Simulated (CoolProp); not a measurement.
Ethanol at several states: density (kg/m³) from the reference equation and from simpler models built on Tc = 241.6 °C, pc = 6.268 MPa, ω = 0.644; each cubic takes its own stable root.

Model: reference Helmholtz-energy equation of state, Schroeder 2014, in CoolProp.

| T (°C) | p (MPa) | phase | reference |
|---|---|---|---|
| 162.35 | 24.4 | liquid | 680.6 |
| 157.95 | 4.77 | liquid | 647.0 |
| 239.75 | 19.2 | liquid | 555.4 |
| 114.05 | 0.13 | gas | 1.909 |
| 314.15 | 0.584 | gas | 5.592 |
| 125.75 | 0.145 | gas | 2.065 |

Q: How far does each simpler model (Redlich-Kwong, Soave-Redlich-Kwong, Peng-Robinson) lie from the reference over these 6 states: mean and median of the absolute difference, and the worst?

A: 
- Redlich-Kwong: mean 12.2 %, median 11.4 %, worst -26.5 % at 157.95 °C and 4.77 MPa
- Soave-Redlich-Kwong: mean 9.8 %, median 9.0 %, worst -21.9 % at 239.75 °C and 19.2 MPa
- Peng-Robinson: mean 4.9 %, median 4.0 %, worst -13.0 % at 239.75 °C and 19.2 MPa
